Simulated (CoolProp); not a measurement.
Vapour-liquid equilibrium of propane (1) + cyclohexane (2) at 49.05 °C; x and y are mole fractions of (1).

Model: multi-fluid Helmholtz-energy mixture model, Lemmon 2009 and Zhou 2014; pair parameters Bell 2016, in CoolProp.

Task: Give the bubble pressure and the first vapour's composition at x = 0.05, 0.45, 0.65. Is there an azeotrope?

Result: x = 0.05: 124.2 kPa, y = 0.722; x = 0.45: 787.4 kPa, y = 0.965; x = 0.65: 1083 kPa, y = 0.979. No azeotrope shows between x = 0.05 and 0.95.

Pair parameters are fitted to limited data, so mixtures are less certain than the pure fluids. The gap from Raoult's law changes sign with composition, which may be real or a fault of the pair parameters; it wasn't checked against measurements.
